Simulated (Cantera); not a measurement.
What does this Cantera script print?

```python
import numpy as np
import cantera as ct

gas = ct.Solution("gri30.yaml")


def delay(T, t_max=10):
    gas.TPX = T, 100000, {'CO': 1, 'H2': 0.72, 'O2': 1.46, 'N2': 5.48}
    reactor = ct.IdealGasConstPressureReactor(gas, clone=False)
    net = ct.ReactorNet([reactor])
    net.rtol, net.atol = 1e-8, 1e-16
    while net.time < t_max:
        t_old, T_old = net.time, reactor.T
        net.step()
        if reactor.T > T + 400:  # ignition: a rise of 400 K
            return t_old + (T + 400 - T_old) / (reactor.T - T_old) * (net.time - t_old)
    return np.nan


taus = []
for T in [900, 1000, 1100, 1200, 1300, 1400, 1500, 1600, 1700]:
    taus.append(delay(T))
    print(f"T0 = {T:6g} K   tau = {taus[-1]:.4e} s")
```

It prints:

```
T0 =    900 K   tau = 5.4768e-02 s
T0 =   1000 K   tau = 3.6900e-04 s
T0 =   1100 K   tau = 1.2485e-04 s
T0 =   1200 K   tau = 7.3590e-05 s
T0 =   1300 K   tau = 5.3884e-05 s
T0 =   1400 K   tau = 4.5256e-05 s
T0 =   1500 K   tau = 4.2014e-05 s
T0 =   1600 K   tau = 4.2158e-05 s
T0 =   1700 K   tau = 4.4902e-05 s
```

Cantera simulation using GRI-Mech 3.0 (53 species, 325 reactions); the numbers are that mechanism's predictions, not measurements. Below about 950 K walls govern HO2 and H2O2 in real vessels. Where the delays flatten at high temperature, the 400 K rule measures the pace of heat release, not the induction time.
